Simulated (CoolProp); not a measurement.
Properties of propylene along the isotherm 196.4 K (Tc = 364.2 K, pc = 4.555 MPa, ω = 0.146).

The numbers come from the reference Helmholtz-energy equation of state, Lemmon 2013 in CoolProp.

```csv
p (MPa),phase,density (kg/m³),cp (kJ/(kg K)),isothermal compressibility (1/MPa)
0.036,liquid,645.0,2.106,0.001292
0.0561,liquid,645.0,2.106,0.001292
0.0873,liquid,645.0,2.105,0.001292
0.136,liquid,645.1,2.105,0.001291
0.212,liquid,645.1,2.105,___
0.33,liquid,645.2,2.105,0.001288
0.513,liquid,645.4,2.104,___
0.799,liquid,645.6,2.103,___
1.24,liquid,646.0,2.102,0.001273
1.94,liquid,646.6,2.100,0.001262
3.02,liquid,647.4,___,___
4.7,liquid,___,2.093,0.001220
7.31,liquid,___,2.087,0.001184
11.4,liquid,___,2.078,0.001132
```

**Question.** Complete the blanks.

**Answer.** 
- 0.212, isothermal compressibility (1/MPa): 0.001290
- 0.513, isothermal compressibility (1/MPa): 0.001285
- 0.799, isothermal compressibility (1/MPa): 0.001280
- 3.02, cp (kJ/(kg K)): 2.097
- 3.02, isothermal compressibility (1/MPa): 0.001245
- 4.7, density (kg/m³): 648.8
- 7.31, density (kg/m³): 650.8
- 11.4, density (kg/m³): 653.9
